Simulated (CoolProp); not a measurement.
Octamethylcyclotetrasiloxane (D4) along the isobar 1.49 MPa: Z from the reference equation and from simpler models built on Tc = 586.5 K, pc = 1.347 MPa, ω = 0.598; each cubic takes its own stable root.

Computed with CoolProp (reference Helmholtz-energy equation of state, Thol 2015).

```json
[
 {"T (K)": "452.4", "phase": "liquid", "reference": "0.1530", "Redlich-Kwong": "0.1825", "Soave-Redlich-Kwong": "0.1676"},
 {"T (K)": "475.6", "phase": "liquid", "reference": "0.1520", "Redlich-Kwong": "0.1824", "Soave-Redlich-Kwong": "0.1671"},
 {"T (K)": "498.8", "phase": "liquid", "reference": "0.1522", "Redlich-Kwong": "0.1844", "Soave-Redlich-Kwong": "0.1688"},
 {"T (K)": "522.1", "phase": "liquid", "reference": "0.1542", "Redlich-Kwong": "0.1892", "Soave-Redlich-Kwong": "0.1735"},
 {"T (K)": "545.3", "phase": "liquid", "reference": "0.1589", "Redlich-Kwong": "0.1986", "Soave-Redlich-Kwong": "0.1834"},
 {"T (K)": "568.5", "phase": "liquid", "reference": "0.1702", "Redlich-Kwong": "0.2175", "Soave-Redlich-Kwong": "0.2050"},
 {"T (K)": "591.7", "phase": "supercritical", "reference": "0.2458", "Redlich-Kwong": "0.2801", "Soave-Redlich-Kwong": "0.3044"},
 {"T (K)": "614.9", "phase": "supercritical", "reference": "0.5688", "Redlich-Kwong": "0.5361", "Soave-Redlich-Kwong": "0.5948"}
]
```
